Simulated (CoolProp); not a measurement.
Vapour-liquid equilibrium of benzene (1) + p-xylene (2) at 394 kPa; x and y are mole fractions of (1).

The numbers come from the multi-fluid Helmholtz-energy mixture model, Thol 2012 and Zhou 2012; pair parameters Bell 2016 in CoolProp.

```json
[
 {"x": "0.05", "bubble temperature (K)": "465.5", "y at the bubble point": "0.132", "dew temperature at overall composition x (K)": "468.8", "liquid density (mol/L)": "6.636"},
 {"x": "0.2", "bubble temperature (K)": "451.2", "y at the bubble point": "0.441", "dew temperature at overall composition x (K)": "462.7", "liquid density (mol/L)": "7.063"},
 {"x": "0.35", "bubble temperature (K)": "439.0", "y at the bubble point": "0.647", "dew temperature at overall composition x (K)": "455.8", "liquid density (mol/L)": "7.500"},
 {"x": "0.5", "bubble temperature (K)": "428.8", "y at the bubble point": "0.783", "dew temperature at overall composition x (K)": "448.0", "liquid density (mol/L)": "7.950"},
 {"x": "0.65", "bubble temperature (K)": "420.3", "y at the bubble point": "0.875", "dew temperature at overall composition x (K)": "438.8", "liquid density (mol/L)": "8.420"},
 {"x": "0.8", "bubble temperature (K)": "413.0", "y at the bubble point": "0.940", "dew temperature at overall composition x (K)": "427.4", "liquid density (mol/L)": "8.917"},
 {"x": "0.95", "bubble temperature (K)": "406.8", "y at the bubble point": "0.987", "dew temperature at overall composition x (K)": "411.8", "liquid density (mol/L)": "9.449"}
]
```

No azeotrope shows between x = 0.05 and 0.95.

Pair parameters are fitted to limited data, so mixtures are less certain than the pure fluids.
